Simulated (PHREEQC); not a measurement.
# Metal-bearing waste water with leach liquor: speciation

Solution A (0.0023 mol/kgw Pb(NO3)2, 0.00013 mol/kgw CaCl2 and 3.7e-05 mol/kgw NaCl) is mixed with solution B (0.012 mol HCl and 0.026 mol NiSO4 per kg of water) at 25 °C; shares are by mass of water, 1 kg in all. Oxygen alone is held at its pressure in air (log pO2 = -0.68). The system is closed to CO2. Solids allowed: Gypsum, Portlandite, Litharge, Anglesite, Cotunnite, Laurionite, Larnakite, Ni(OH)2, Ni4(OH)6SO4, Halite, Mirabilite, Morenosite. Others were left out.

The series has 21 steps of share of solution B, from 0 to 1.

All values are PHREEQC results (ion-association model, wateq4f.dat), not measurements.

Q: Which solids form, in which order, and at which step of the series does each first stand?

A: Anglesite from share of solution B = 0.05 (pH 3.26), last present at share of solution B = 0.95.

Complexes and solids missing from the database can't appear.
